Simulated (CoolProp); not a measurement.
Toluene at several states: fugacity coefficient from the reference equation and from simpler models built on Tc = 318.6 °C, pc = 4.126 MPa, ω = 0.266; each cubic takes its own stable root.

Model: reference Helmholtz-energy equation of state, Lemmon 2006, in CoolProp. It is a short technical equation, of lower accuracy than the large ones.

```
T (°C)  p (MPa)          phase  reference
------  -------  -------------  ---------
150.05   0.0678            gas     0.9815
337.35     23.7  supercritical     0.2500
24.15      1.39         liquid   0.002767
```

Task: How far does each simpler model (Soave-Redlich-Kwong, Peng-Robinson) lie from the reference over these 3 states: mean and median of the absolute difference, and the worst?

Result: 
- Soave-Redlich-Kwong: mean 5.9 %, median 2.5 %, worst +14.9 % at 337.35 °C and 23.7 MPa
- Peng-Robinson: mean 2.5 %, median 2.8 %, worst +4.3 % at 24.15 °C and 1.39 MPa
